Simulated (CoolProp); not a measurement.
Vapour-liquid equilibrium of n-heptane (1) + ethylbenzene (2) at 344.8 K; x and y are mole fractions of (1).

The numbers come from the multi-fluid Helmholtz-energy mixture model, Span 2003 and Zhou 2012; pair parameters Bell 2016 in CoolProp.

Problem. Give the bubble pressure and the first vapour's composition at x = 0.15, 0.35, 0.65. Is there an azeotrope?

Solution. x = 0.15: 18.66 kPa, y = 0.442; x = 0.35: 25.57 kPa, y = 0.674; x = 0.65: 33.93 kPa, y = 0.852. No azeotrope shows between x = 0.05 and 0.95.

The pair parameters rest on a limited set of measurements; away from them the model extrapolates.
